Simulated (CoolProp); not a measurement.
The numbers come from the reference Helmholtz-energy equation of state, Span 2000 in CoolProp.

Q: For nitrogen, give the phase and the Z, cp (kJ/(kg K)), speed of sound (m/s), expansivity (1/kK) at -131.75 °C and 19.3 MPa; -114.95 °C and 19.3 MPa; -98.15 °C and 19.3 MPa.

A: 
- -131.75 °C and 19.3 MPa: supercritical; Z 0.774, cp 2.00, speed of sound 560, expansivity 7.38
- -114.95 °C and 19.3 MPa: supercritical; Z 0.791, cp 2.03, speed of sound 484, expansivity 8.43
- -98.15 °C and 19.3 MPa: supercritical; Z 0.827, cp 1.98, speed of sound 434, expansivity 8.82
